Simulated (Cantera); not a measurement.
## BaF2 + O2 + N2 (halide evaporation, hydrolysis and transport)

Feed: 1 mol BaF2, 6.4 mol O2, 18 mol N2, held at 2.60 mbar.

Cantera equilibrium calculation (NASA polynomials, part measured and part estimated; ideal gas, pure solids and liquids). Candidate condensed phases: Ba, BaF2, BaO; 20 gas species. Equilibrium is a limit: real reactors are often held back by kinetics, nucleation or transport.

From 902 °C to 1202 °C the condensed part is BaF2(s). From 1302 °C to 1602 °C nothing is condensed. The main Ba-bearing gas is BaF2 throughout.

| T (°C) | log p N2 | log p O2 | log p BaF2 | log p NO | log p O | log p F | log p BaF | log p NO2 | n BaF2(s) |
|---|---|---|---|---|---|---|---|---|---|
| 902 | -2.72 | -3.17 | -8.04 | -6.34 | -9.42 | -13.75 | -13.75 | -9.31 | 1.000 |
| 1002 | -2.72 | -3.17 | -6.74 | -6.03 | -8.54 | -12.11 | -12.11 | -9.19 | 0.998 |
| 1102 | -2.72 | -3.17 | -5.65 | -5.75 | -7.78 | -10.73 | -10.73 | -9.09 | 0.979 |
| 1202 | -2.72 | -3.17 | -4.72 | -5.52 | -7.13 | -9.54 | -9.54 | -9.00 | 0.819 |
| 1302 | -2.74 | -3.19 | -3.99 | -5.33 | -6.56 | -8.54 | -8.54 | -8.95 | 0 |
| 1402 | -2.74 | -3.19 | -3.99 | -5.15 | -6.06 | -7.99 | -7.99 | -8.88 | 0 |
| 1502 | -2.74 | -3.19 | -3.99 | -4.99 | -5.61 | -7.49 | -7.49 | -8.82 | 0 |
| 1602 | -2.74 | -3.19 | -3.99 | -4.85 | -5.21 | -7.05 | -7.05 | -8.77 | 0 |
log p: log10 of the partial pressure in bar; n: condensed amount in mol.
